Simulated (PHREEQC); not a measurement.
Acid mine or pickling water: an equilibrium model

A made-up water analysis in mg/L, 55 °C, pH 3.28, pe 11:

| constituent | mg/L |
|---|---|
| Na | 16 |
| K | 46.5 |
| Ca | 31 |
| Mg | 24.2 |
| Cl | 51.2 |
| S(6) as SO4 | 236 |
| Pb | 0.61 |

Na is adjusted to close the charge balance.
Valence states are taken as typed.

All values are PHREEQC results (ion-association model, wateq4f.dat), not measurements.

Precipitation was switched off in this run.

**Question.** What ionic strength does the model give?

**Answer.** ionic strength 0.00856 mol/kgw.

**Question.** In which forms is Mg present?

**Answer.** Mg+2 71 %, MgSO4 29 % of the Mg.

Species that the database lacks are ignored. Away from 25 °C the constants follow the database's enthalpies or fits; those with neither stay at their 25 °C values.
